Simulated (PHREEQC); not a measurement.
Solution A (0.0048 mol/kgw Pb(NO3)2) is mixed with solution B (0.027 mol/kgw HF, 0.0072 mol/kgw H2SiF6 and 0.035 mol/kgw HCl) at 88 °C; shares are by mass of water, 1 kg in all. Oxygen is held at 0.21 atm. No CO2 enters from the air. The run lets PbF2, Matlockite, Litharge, Cotunnite, Laurionite, SiO2(a) precipitate or redissolve, and no other solid.

Model: ion-association model, wateq4f.dat, run in PHREEQC.

Problem. Predict pH, Pb+2 (mol/kgw), SiF6-2 (mol/kgw) at share of solution B = 0, 1.

Solution. 
```csv
share of solution B,pH,Pb+2 (mol/kgw),SiF6-2 (mol/kgw)
0,5.11,0.00444,0
1,1.42,0,0.00533
```

Away from 25 °C the constants follow the database's enthalpies or fits; those with neither stay at their 25 °C values. SiF6-2 is the database's only silicon fluoride.
